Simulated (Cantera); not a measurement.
## Low-pressure radical oxidation in H2/O2

A perfectly stirred reactor is fed with H2 : O2 = 0.17 : 1 (molar parts), equivalence ratio 0.085, at 0.0267 bar; it is held at 1125 K, and followed from long to short residence time.

Detailed kinetics in Cantera: the H2/O2 subset of GRI-Mech 3.0, which has no nitrogen chemistry. Radical loss at walls, strong at low pressure, is not modelled. The temperature is held fixed by assumption; the heat of reaction is taken as removed at once.

```
τ (s)        x H2   x O2       x H   x H2O2      x OH    x HO2   x H2O
-------  --------  -----  --------  -------  --------  -------  ------
2.3      0.000226  0.843   4.30e-5  3.25e-7  0.000636  4.22e-6   0.156
0.83     0.000426  0.842  0.000119  4.16e-7  0.000900  6.37e-6   0.156
0.30     0.000791  0.841  0.000326  5.13e-7   0.00128  9.01e-6   0.155
0.11      0.00144  0.839  0.000874  6.07e-7   0.00182  1.19e-5   0.153
0.039     0.00264  0.835   0.00237  6.93e-7   0.00262  1.48e-5   0.150
0.014     0.00477  0.828   0.00606  7.56e-7   0.00374  1.71e-5   0.145
0.0052    0.00840  0.817    0.0136  7.88e-7   0.00513  1.83e-5   0.135
0.0019     0.0150  0.805    0.0257  8.12e-7   0.00671  1.82e-5   0.119
0.00068    0.0281  0.798    0.0362  8.74e-7   0.00814  1.70e-5  0.0972
```
x: mole fraction; the columns are a selection and need not sum to one.
